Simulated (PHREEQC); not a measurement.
Dissolve 0.0082 mol HF per kg of water at 20 °C. Closed to the air; pH follows from the charge balance.

Computed with PHREEQC (ion-association model, wateq4f.dat).

```yaml
pH: 2.68
ionic_strength: 0.00218 mol/kgw
total_alkalinity: -8.20 meq/kg
```

| species | molality | activity | log γ |
|---|---|---|---|
| HF | 0.00577 | 0.00577 | 0.000 |
| H+ | 0.00218 | 0.00208 | -0.021 |
| F- | 0.00213 | 0.00203 | -0.022 |
| H2F2 | 0.000104 | 0.000104 | 0.000 |
| HF2- | 4.53e-5 | 4.30e-5 | -0.022 |

Precipitation was switched off in this run. Complexes and solids missing from the database can't appear.
